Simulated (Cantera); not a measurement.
A Cantera script and its output.

```python
import numpy as np
import cantera as ct

gas = ct.Solution("h2o2.yaml")
gas.TPX = 1075, 1333, {'H2': 0.27, 'O2': 1, 'N2': 0.82}
reactor = ct.IdealGasConstPressureReactor(gas, energy="off", clone=False)
net = ct.ReactorNet([reactor])
net.rtol, net.atol = 1e-08, 1e-18
show = ['H2', 'O2', 'H2O2', 'HO2', 'H2O', 'OH']
times = np.geomspace(0.0001, 60, 11)

steps = ct.SolutionArray(gas, extra=["t"])
rows = []
print(f"{'t/s':>10s}{'T/K':>9s}{'P/Pa':>11s}" + "".join(f"{s:>11s}" for s in show))
for t in times:
    while net.time < t:
        t_next = net.step()
        steps.append(gas.state, t=t_next)
    rows.append([np.interp(t, steps.t, y) for y in (steps.T, steps.P, *steps(*show).X.T)])
    print(f"{t:10.3e}{rows[-1][0]:9.1f}{rows[-1][1]:11.4g}" + "".join(f"{x:11.3e}" for x in rows[-1][2:]))
rate = np.gradient(steps.T, steps.t)
print("integrator steps:", len(steps.t))
if steps.T.max() > steps.T[0] + 200:
    print(f"time of steepest temperature rise: {steps.t[rate.argmax()]:.4e} s")
gas.TPX = 1075, 1333, {'H2': 0.27, 'O2': 1, 'N2': 0.82}
gas.equilibrate("TP")
print(f"equilibrium (TP): T = {gas.T:.1f} K  " + "  ".join(f"{s} {gas[s].X[0]:.3e}" for s in show))
```

It prints:

```
       t/s      T/K       P/Pa         H2         O2       H2O2        HO2        H2O         OH
 1.000e-04   1075.0       1333  1.292e-01  4.785e-01  6.312e-14  4.046e-10  7.301e-11  6.054e-11
 3.783e-04   1075.0       1333  1.292e-01  4.785e-01  9.068e-13  1.545e-09  2.643e-09  6.646e-10
 1.431e-03   1075.0       1333  1.292e-01  4.785e-01  1.670e-11  1.225e-08  1.104e-06  1.814e-07
 5.413e-03   1075.0       1333  7.694e-03  4.154e-01  1.513e-07  5.356e-06  9.612e-02  4.310e-03
 2.048e-02   1075.0       1333  2.841e-03  4.304e-01  1.893e-07  5.724e-06  1.246e-01  2.718e-03
 7.746e-02   1075.0       1333  2.773e-04  4.412e-01  2.111e-07  3.416e-06  1.371e-01  8.064e-04
 2.930e-01   1075.0       1333  1.450e-05  4.423e-01  8.237e-08  5.921e-07  1.380e-01  1.859e-04
 1.108e+00   1075.0       1333  1.373e-06  4.424e-01  2.315e-08  8.196e-08  1.381e-01  5.946e-05
 4.193e+00   1075.0       1333  2.151e-07  4.424e-01  6.498e-09  1.507e-08  1.381e-01  2.411e-05
 1.586e+01   1075.0       1333  4.377e-08  4.425e-01  1.811e-09  3.595e-09  1.381e-01  1.101e-05
 6.000e+01   1075.0       1333  1.020e-08  4.425e-01  5.004e-10  1.469e-09  1.381e-01  5.349e-06
integrator steps: 2109
equilibrium (TP): T = 1075.0 K  H2 1.268e-09  O2 4.425e-01  H2O2 7.305e-11  HO2 1.985e-09  H2O 1.381e-01  OH 1.880e-06
```

Detailed kinetics in Cantera: the H2/O2 subset of GRI-Mech 3.0, which has no nitrogen chemistry. Radical loss at walls, strong at low pressure, is not modelled. The temperature is held fixed by assumption; the heat of reaction is taken as removed at once.
